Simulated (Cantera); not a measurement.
A perfectly stirred reactor is fed with H₂ : O₂ : N₂ = 0.092 : 1 : 0.056 (molar parts), equivalence ratio 0.046, at 0.00290 bar; it is held at 1375 K, and followed from long to short residence time.

Detailed kinetics in Cantera: GRI-Mech 3.0 (53 species, 325 reactions). Radical loss at walls, strong at low pressure, is not modelled. The temperature is held fixed by assumption; the heat of reaction is taken as removed at once.

One state of this run: x H₂ = 0.00317; x O₂ = 0.811; x HO₂ = 6.49e-7; x H₂O₂ = 2.23e-8; x O = 0.0485. x: mole fraction; the columns are a selection and need not sum to one.

Problem. Which value of τ (s) does it belong to?
A) 0.42
B) 0.0083
C) 0.036
D) 0.26

Solution. C, 0.036
